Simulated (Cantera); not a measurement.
Charge: 1 mol (CH₃)₂SiCl₂, 0.038 mol C₂H₄, 900 mol H₂, held at 0.130 bar.

These are equilibrium values from Cantera (NASA tables, ideal gas, pure condensed phases), not measurements of a reactor. Candidate condensed phases: C, C₆H₆, C₇H₈, C₈H₁₈, Si, SiC; 109 gas species. The feed counts by its element totals alone. Gases not in the tables: Si₂H₆ and higher silanes. Rates play no part.

log p: log10 of the partial pressure in bar; n: condensed amount in mol.

```csv
T (K),log p H₂,log p H,log p HCl,log p CH₄,log p C₂H₂ (acetylene),log p Si,n SiC(s),n C(graphite)
1250,-0.89,-6.76,-3.54,-3.81,-7.64,<-12,1.000,?
1400,-0.89,-5.76,-3.54,-4.14,-6.49,-11.40,1.000,?
1550,-0.89,-4.95,-3.54,-4.47,-5.68,-9.53,1.000,0.808
1700,-0.89,-4.28,-3.54,-4.74,-5.02,-8.00,0.999,0.814
1850,-0.89,-3.71,-3.54,-4.96,-4.47,-6.71,0.996,?
2000,-0.89,-3.23,-3.54,-5.21,-4.12,-5.56,0.968,0
2150,-0.89,-2.82,-3.55,-5.52,-4.01,-4.48,0.663,0
```

Q: Complete the blanks.

A: 
- 1250, n C(graphite): 0
- 1400, n C(graphite): 0.566
- 1850, n C(graphite): 0.528
